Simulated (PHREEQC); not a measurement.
PHREEQC input (ion-association model, wateq4f.dat):

```
SOLUTION_MASTER_SPECIES
  An  An-  0  An  62.0  # stands for a non-complexing anion
SOLUTION_SPECIES
  An- = An-
    -log_k 0
    -gamma 3.0 0
PHASES
  Fix_H+
    H+ = H+
    -log_k 0
SOLUTION 1
  temp 25
  units mmol/kgw
  pH 7 charge
  Cl 0.0004
  Ba 0.0002
  Na 10
  An 10
END
SELECTED_OUTPUT 1
  -reset false
  -pH true
  -pe true
  -ionic_strength true
  -water true
  -totals Ba Cl Na
  -molalities Hfo_wOH Hfo_wOH2+ Hfo_wO- Hfo_sOH Hfo_sOH2+ Hfo_sO- Hfo_sOHBa+2 Hfo_wOBa+
  -saturation_indices Halite
USER_PUNCH 1
  -headings sigma psi
  10 PUNCH EDL("sigma", "Hfo"), EDL("psi", "Hfo")
PRINT
  -reset false
USE solution 1
SURFACE 1
  Hfo_wOH 3.59551e-05 600 0.016
  Hfo_sOH 8.98876e-07
EQUILIBRIUM_PHASES 1
  Fix_H+ -4 HAn 10
    -force_equality true
  O2(g) -0.68 10
END
# ... the last block is repeated for the other 16 points of pH, with NaOH or the acid as the point needs
```

Selected output (columns that matter, 16 of 17 rows; pH added in front):

```
pH	mu	Ba	Na	m_Hfo_wOH	m_Hfo_wOH2+	m_Hfo_wO-	m_Hfo_sOH	m_Hfo_sOH2+	m_Hfo_sO-	m_Hfo_sOHBa+2	m_Hfo_wOBa+	si_Halite	sigma	psi
4	0.010121	2e-07	0.01	1.4549e-05	2.1177e-05	2.2897e-07	3.6372e-07	5.2943e-07	5.7242e-09	7.7939e-15	9.1362e-19	-10.07	0.21582	0.18498
4.38	0.010055	2e-07	0.01	1.8299e-05	1.721e-05	4.4572e-07	4.5747e-07	4.3026e-07	1.1143e-08	2.3576e-14	4.2774e-18	-10.07	0.17272	0.17372
4.75	0.010027	2e-07	0.01	2.1322e-05	1.3882e-05	7.5025e-07	5.3306e-07	3.4706e-07	1.8756e-08	7.2383e-14	1.897e-17	-10.07	0.1353	0.16128
5.12	0.010014	2e-07	0.01	2.3628e-05	1.1183e-05	1.1436e-06	5.907e-07	2.7959e-07	2.859e-08	2.33e-13	8.3998e-17	-10.07	0.10344	0.14759
5.5	0.010008	2e-07	0.01	2.5286e-05	9.0508e-06	1.6184e-06	6.3215e-07	2.2627e-07	4.0459e-08	8.2067e-13	3.9122e-16	-10.07	0.076574	0.13228
5.88	0.010005	2e-07	0.01	2.6347e-05	7.483e-06	2.1251e-06	6.5867e-07	1.8707e-07	5.3128e-08	3.0983e-12	1.8614e-15	-10.07	0.055201	0.11575
6.25	0.010003	1.9999e-07	0.01	2.6958e-05	6.3927e-06	2.6043e-06	6.7394e-07	1.5982e-07	6.5106e-08	1.2144e-11	8.7385e-15	-10.07	0.039031	0.098495
6.62	0.010002	1.9995e-07	0.01	2.7295e-05	5.6264e-06	3.0335e-06	6.8234e-07	1.4065e-07	7.5833e-08	5.1045e-11	4.2257e-14	-10.07	0.026714	0.080207
7.38	0.010001	1.9884e-07	0.01	2.7556e-05	4.6903e-06	3.7088e-06	6.8801e-07	1.1711e-07	9.26e-08	1.1557e-09	1.16e-12	-10.07	0.010135	0.040168
7.75	0.010001	1.9455e-07	0.01	2.7591e-05	4.4032e-06	3.9607e-06	6.856e-07	1.0941e-07	9.8418e-08	5.4433e-09	5.8555e-12	-10.07	0.0046672	0.019936
8.12	0.010002	1.7638e-07	0.010002	2.76e-05	4.1498e-06	4.2052e-06	6.7189e-07	1.0102e-07	1.0237e-07	2.3591e-08	2.7494e-11	-10.07	-9.6164e-05	-0.00042112
8.5	0.010004	1.2273e-07	0.010004	2.7582e-05	3.8699e-06	4.5034e-06	6.3035e-07	8.8442e-08	1.0292e-07	7.7166e-08	1.0266e-10	-10.07	-0.0049611	-0.021123
8.88	0.010009	5.2505e-08	0.01001	2.7521e-05	3.5588e-06	4.8754e-06	5.753e-07	7.4395e-08	1.0192e-07	1.4726e-07	2.3238e-10	-10.069	-0.010547	-0.041507
9.25	0.010021	1.5133e-08	0.010022	2.7405e-05	3.2405e-06	5.3094e-06	5.4448e-07	6.4382e-08	1.0549e-07	1.8453e-07	3.3507e-10	-10.069	-0.017495	-0.061095
9.62	0.010048	3.7272e-09	0.010049	2.7195e-05	2.8824e-06	5.8778e-06	5.3172e-07	5.6357e-08	1.1493e-07	1.9587e-07	4.0318e-10	-10.068	-0.026756	-0.080172
10	0.010114	8.9792e-10	0.010116	2.6797e-05	2.4535e-06	6.7046e-06	5.2189e-07	4.7784e-08	1.3058e-07	1.9863e-07	4.7515e-10	-10.065	-0.039564	-0.098892
```
